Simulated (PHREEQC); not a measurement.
## Silver or lead bath: speciation

A solution holds 0.025 mol AgNO3 and 4.3e-05 mol NaCl per kg of water, at 25 °C. Closed to the air; pH follows from the charge balance.

Model: ion-association model, wateq4f.dat, run in PHREEQC.

```json
{
 "pH": "6.77",
 "ionic_strength": "0.0248 mol/kgw"
}
```

```json
[
 {"species": "NO3-", "molality": "0.0248", "activity": "0.0211", "log γ": "-0.069"},
 {"species": "Ag+", "molality": "0.0247", "activity": "0.0213", "log γ": "-0.066"},
 {"species": "AgNO3", "molality": "0.000229", "activity": "0.000230", "log γ": "0.002"},
 {"species": "Na+", "molality": "4.30e-5", "activity": "3.70e-5", "log γ": "-0.065"},
 {"species": "AgCl", "molality": "4.17e-5", "activity": "4.20e-5", "log γ": "0.002"},
 {"species": "Cl-", "molality": "1.24e-6", "activity": "1.06e-6", "log γ": "-0.068"},
 {"species": "H+", "molality": "1.93e-7", "activity": "1.70e-7", "log γ": "-0.055"},
 {"species": "AgOH", "molality": "1.24e-7", "activity": "1.25e-7", "log γ": "0.002"},
 {"species": "OH-", "molality": "6.88e-8", "activity": "5.88e-8", "log γ": "-0.068"},
 {"species": "AgCl2-", "molality": "5.18e-9", "activity": "4.45e-9", "log γ": "-0.066"}
]
```

No solid was allowed to form. Examples of supersaturated solids here: Cerargyrite. Others may be too.
